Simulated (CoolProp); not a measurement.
Vapour pressure (kPa) of ammonia: the reference equation beside estimates from Tc = 132.4 °C, pc = 11360 kPa, ω = 0.256. Clausius-Clapeyron is anchored at 20.35 °C with a constant enthalpy of vaporisation of 20.18 kJ/mol.

Values from CoolProp's reference Helmholtz-energy equation of state, Gao 2020.

```csv
T (°C),reference,Clausius-Clapeyron,van der Waals,Peng-Robinson
2.85,476.9,513.0,1970,474.5
7.25,558.5,588.9,2138,556.1
11.65,650.6,673.2,2315,648.1
15.95,751.4,764.2,2498,749.0
20.35,866.7,866.7,2694,864.4
24.75,995.0,979.3,2899,993.0
29.15,1137,1103,3115,1136
33.55,1295,1237,3341,1294
37.95,1468,1384,3577,1468
42.35,1658,1543,3823,1659
46.75,1867,1715,4080,1869
51.15,2094,1901,4347,2098
55.55,2342,2101,4625,2347
```

Absolute difference from the reference over all 13 rows, mean and median: Clausius-Clapeyron 5.2 and 5.4 %, van der Waals 185.9 and 174.0 %, Peng-Robinson 0.2 and 0.2 %.
